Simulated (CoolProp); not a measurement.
C2F6 (R116) along the isotherm 321.3 K: density (kg/m³) from the reference equation and from simpler models built on Tc = 293.0 K, pc = 30.48 bar, ω = 0.257; each cubic takes its own stable root.

The numbers come from the reference Helmholtz-energy equation of state, Lemmon 2006 in CoolProp. It is a short technical equation, of lower accuracy than the large ones.

```tsv
p (bar)	phase	reference
1.9	gas	9.968
3.81	gas	20.31
5.71	gas	30.95
7.62	gas	42.02
9.52	gas	53.44
11.4	gas	65.18
13.3	gas	77.54
15.2	gas	90.43
```

Problem. How far does each simpler model (Soave-Redlich-Kwong, Peng-Robinson) lie from the reference over these 8 states: mean and median of the absolute difference, and the worst?

Solution. 
- Soave-Redlich-Kwong: mean 0.1 %, median 0.1 %, worst +0.1 % at 321.3 K and 9.52 bar
- Peng-Robinson: mean 1.1 %, median 1.1 %, worst +1.9 % at 321.3 K and 15.2 bar
